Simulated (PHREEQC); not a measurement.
Alkaline etch or developer (model solution)

A solution holds 0.0023 mol/kgw TMAH and 4.5e-05 mol/kgw H4SiO4, at 25 °C. Closed to the air; pH follows from the charge balance.

Model: ion-association model, wateq4f.dat, run in PHREEQC.

Precipitation was switched off in this run.

Predict the pH.

pH 11.33.

In which forms is Si present?

H3SiO4- 96 %, H4SiO4 2.9 %, H2SiO4-2 1.6 % of the Si.

Species that the database lacks are ignored. (CH3)4N+ isn't in the database: it is added as a free cation with an ion size of 4 Å.
